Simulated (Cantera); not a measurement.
Cantera run:

```python
import numpy as np
import cantera as ct

gas_names = [...]  # 123 gases of nasa_gas.yaml made of C, H, O, Si
cond_names = """
    C(gr) C6H6(L) C7H8(L) C8H18(L),n-octa H2O(s) H2O(L) Si(cr) Si(L) SiC(b) SiO2(Lqz) SiO2(hqz) SiO2(L)
""".split()


# ... load() reads the species with a 1 bar reference pressure and builds the phases ...
atoms = {
    'TEOS': {'Si': 1, 'C': 8, 'H': 20, 'O': 4},
    'H2O': {'H': 2, 'O': 1},
}
top_T = {'C(gr)': 4500, 'SiC(b)': 3050}  # K; cautious upper limits of use, not melting points


# ... equilibrate(T, P, feed) seeds the gas with the atoms and calls Mixture.equilibrate('TP', solver="gibbs", rtol=1e-10, max_steps=50000) ...
results = []
feed = {'TEOS': 1, 'H2O': 6.9}  # mol
P = 133.322  # Pa
for T in [700, 750, 800, 850, 900, 950, 1000, 1050, 1100, 1150, 1200, 1250, 1300]:
    mix = equilibrate(T, P, feed)
    results.append((T, P, feed, dict(zip(mix.species_names, mix.species_moles))))

top = {s: max(r[3][s] / sum(r[3][g] for g in gas_names) for r in results) for s in gas_names}
cols = sorted((s for s in top if top[s] > 1e-06), key=lambda s: -top[s])[:8]
seen = [c for c in cond_names if any(r[3].get(c, 0) > 1e-12 for r in results)]
print("log10 of partial pressures in bar; condensed amounts in mol")
print(f"{'T/K':>10s}" + "".join(f"{s[:9]:>10s}" for s in cols + seen))
for T, P, feed, n in results:
    ng = sum(n[g] for g in gas_names)
    print(f"{T:10.4g}" + "".join(f"{np.log10(max(n[s] / ng * P / 1e5, 1e-99)):10.3f}" for s in cols)
          + "".join(f"{n.get(c, 0):10.4g}" for c in seen))
```

Output:

```
log10 of partial pressures in bar; condensed amounts in mol
       T/K        H2        CO       CO2       H2O       CH4         H     C(gr) SiO2(Lqz) SiO2(hqz)
       700    -3.032    -3.732    -3.859    -4.133    -5.135   -15.113     2.501         1         0
       750    -3.045    -3.472    -4.198    -4.558    -5.585   -14.022     0.701         1         0
       800    -3.052    -3.402    -4.497    -4.772    -6.287   -13.064         0         1         0
       850    -3.053    -3.398    -4.553    -4.693    -7.222   -12.215         0         0         1
       900    -3.055    -3.394    -4.607    -4.629    -8.050   -11.460         0         0         1
       950    -3.056    -3.391    -4.661    -4.579    -8.786   -10.783         0         0         1
      1000    -3.057    -3.388    -4.714    -4.540    -9.444   -10.173         0         0         1
      1050    -3.059    -3.386    -4.765    -4.509   -10.036    -9.620         0         0         1
      1100    -3.059    -3.384    -4.814    -4.484   -10.572    -9.117         0         0         1
      1150    -3.060    -3.382    -4.861    -4.463   -11.059    -8.657         0         0         1
      1200    -3.061    -3.381    -4.905    -4.447   -11.504    -8.235         0         0         1
      1250    -3.061    -3.380    -4.946    -4.433   -11.912    -7.846         0         0         1
      1300    -3.062    -3.379    -4.985    -4.422   -12.287    -7.487         0         0         1
```

These are equilibrium values from Cantera (NASA tables, ideal gas, pure condensed phases), not measurements of a reactor. The feed counts by its element totals alone. The tables hold silica as quartz up to 1696 K and as liquid above; real silica turns to tridymite and cristobalite and melts near 1996 K.
